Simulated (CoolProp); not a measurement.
A single-stage vapour-compression cycle with propylene: evaporating at 229.15 K (dew point), condensing at 257.15 K (bubble point), superheat 8 K, subcooling 8 K, compressor efficiency 0.7, no pressure losses. Each further row changes one setting.

Computed with CoolProp (reference Helmholtz-energy equation of state, Lemmon 2013).

```csv
case,cooling COP,pressure ratio,discharge temperature (K),refrigerating effect (kJ/kg),volumetric capacity (kJ/m³)
as stated,___,2.95,293.3,401,1060
evaporating temperature 234.15 K,___,___,___,___,1310
condensing temperature 252.15 K,___,2.48,284.2,412,1090
subcooling 13 K,5.51,2.95,293.3,412,1090
superheat 18 K,5.30,2.95,304.0,414,___
compressor efficiency 0.6,4.59,2.95,___,401,1060
```

Problem. Complete the blanks.

Solution. 
- as stated, cooling COP: 5.36
- evaporating temperature 234.15 K, cooling COP: 6.78
- evaporating temperature 234.15 K, pressure ratio: 2.38
- evaporating temperature 234.15 K, discharge temperature (K): 287.5
- evaporating temperature 234.15 K, refrigerating effect (kJ/kg): 406
- condensing temperature 252.15 K, cooling COP: 6.63
- superheat 18 K, volumetric capacity (kJ/m³): 1040
- compressor efficiency 0.6, discharge temperature (K): 301.0
